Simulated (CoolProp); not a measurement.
Saturation properties of acetone (Tc = 235.0 °C, pc = 4.692 MPa, ω = 0.307).

The numbers come from the reference Helmholtz-energy equation of state, Lemmon 2006 in CoolProp. It is a short technical equation, of lower accuracy than the large ones.

```tsv
T (°C)	p (MPa)	liquid density (kg/m³)	vapour density (kg/m³)	liquid cp (kJ/(kg K))	surface tension (mN/m)
79.75	0.2139	…	4.610	…	16.0
85.75	0.2540	712.5	5.434	2.332	15.3
91.75	0.2996	704.7	6.371	2.355	14.6
97.75	0.3512	696.8	7.433	2.380	13.9
103.85	0.4106	688.6	8.655	2.406	13.1
109.85	0.4761	680.4	10.01	2.433	12.5
115.85	…	672.0	…	2.462	…
121.95	0.6323	663.2	13.28	2.493	…
127.95	0.7229	654.3	15.20	2.525	10.4
133.95	0.8230	645.1	17.35	2.560	9.72
139.95	0.9332	635.7	19.76	2.597	9.05
146.05	1.056	625.8	22.51	2.637	8.38
152.05	1.189	615.7	25.54	2.681	7.73
158.05	1.334	605.3	28.94	2.729	7.08
```

What belongs in the gaps?


- 79.75, liquid density (kg/m³): 720.1
- 79.75, liquid cp (kJ/(kg K)): 2.309
- 115.85, p (MPa): 0.5494
- 115.85, vapour density (kg/m³): 11.53
- 115.85, surface tension (mN/m): 11.8
- 121.95, surface tension (mN/m): 11.1

It boils at 56.1 °C under 1 atm.

Surface tension comes from a separate correlation (Mulero 2012).
